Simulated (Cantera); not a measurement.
Input (Python, Cantera):

```python
import numpy as np
import cantera as ct

gas = ct.Solution("h2o2.yaml")


def delay(T, t_max=10):
    gas.TPX = T, 100000, {'H2': 1, 'O2': 0.685, 'N2': 4.66}
    reactor = ct.IdealGasConstPressureReactor(gas, clone=False)
    net = ct.ReactorNet([reactor])
    net.rtol, net.atol = 1e-8, 1e-16
    while net.time < t_max:
        t_old, T_old = net.time, reactor.T
        net.step()
        if reactor.T > T + 400:  # ignition: a rise of 400 K
            return t_old + (T + 400 - T_old) / (reactor.T - T_old) * (net.time - t_old)
    return np.nan


taus = []
for T in [1023, 1123, 1223, 1323, 1423, 1523, 1623, 1723, 1823, 1923]:
    taus.append(delay(T))
    print(f"T0 = {T:6g} K   tau = {taus[-1]:.4e} s")
```

Result:

```
T0 =   1023 K   tau = 3.0204e-04 s
T0 =   1123 K   tau = 1.1959e-04 s
T0 =   1223 K   tau = 7.1671e-05 s
T0 =   1323 K   tau = 5.2722e-05 s
T0 =   1423 K   tau = 4.5013e-05 s
T0 =   1523 K   tau = 4.2968e-05 s
T0 =   1623 K   tau = 4.4330e-05 s
T0 =   1723 K   tau = 4.8061e-05 s
T0 =   1823 K   tau = 5.3656e-05 s
T0 =   1923 K   tau = 6.0884e-05 s
```

Computed with Cantera and the H2/O2 subset of GRI-Mech 3.0, which has no nitrogen chemistry. Where the delays flatten at high temperature, the 400 K rule measures the pace of heat release, not the induction time.
